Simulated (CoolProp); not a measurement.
Isopentane along the isobar 37.6 bar: fugacity coefficient from the reference equation and from simpler models built on Tc = 187.2 °C, pc = 33.78 bar, ω = 0.227; each cubic takes its own stable root.

Computed with CoolProp (reference Helmholtz-energy equation of state, Lemmon 2006). It is a short technical equation, of lower accuracy than the large ones.

| T (°C) | phase | reference |
|---|---|---|
| -25.75 | liquid | 0.003178 |
| -14.35 | liquid | 0.005671 |
| -3.05 | liquid | 0.009501 |
| 8.35 | liquid | 0.01520 |
| 19.65 | liquid | 0.02315 |
| 31.05 | liquid | 0.03405 |
| 42.35 | liquid | 0.04820 |
| 53.75 | liquid | 0.06634 |
| 65.05 | liquid | 0.08859 |
| 76.45 | liquid | 0.1157 |
| 87.75 | liquid | 0.1474 |
| 99.15 | liquid | 0.1843 |
| 110.45 | liquid | 0.2259 |
| 121.85 | liquid | 0.2726 |
| 133.15 | liquid | 0.3234 |
| 144.55 | liquid | 0.3786 |

Q: How far does each simpler model (van der Waals, Soave-Redlich-Kwong) lie from the reference over these 16 states: mean and median of the absolute difference, and the worst?

A: 
- van der Waals: mean 369.5 %, median 190.0 %, worst +1520.2 % at -25.75 °C and 37.6 bar
- Soave-Redlich-Kwong: mean 2.0 %, median 2.3 %, worst +3.3 % at 121.85 °C and 37.6 bar
